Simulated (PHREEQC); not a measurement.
Solution (25 °C): 0.0058 mol/kgw HCl, 0.00097 mol/kgw LiCl and 0.00046 mol/kgw Fe2(SO4)3. Closed to the air; pH follows from the charge balance.

All values are PHREEQC results (ion-association model, phreeqc.dat), not measurements.

No solid was allowed to form.

Order these Fe species by the share of Fe that they hold, largest first: FeSO4+, Fe+3, FeOH+2, FeHSO4+2, FeCl+2.

FeSO4+ (53 %), Fe+3 (23 %), FeOH+2 (19 %), FeCl+2 (2.8 %), FeHSO4+2 (1.0 %)

The pH is 2.28 and the ionic strength 0.00975 mol/kgw. Saturation is exceeded, for instance for Hematite (slow to form), Goethite (slow to form); the values hold only as long as no solid forms. Complexes and solids missing from the database can't appear.
